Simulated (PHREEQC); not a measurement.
**Brine**

Make-up at 26 °C: 1.8 mol NaBr, 0.27 mol K2SO4 and 3.15 mol NaCl per kg of water. Closed to the air; pH follows from the charge balance.

The numbers come from PHREEQC with the Pitzer model, pitzer.dat.

No solid was allowed to form.

### Question
What activity of water, density, osmotic coefficient does the model give?

### Answer
activity of water 0.795; density 1.250 g/cm³; osmotic coefficient 1.189.
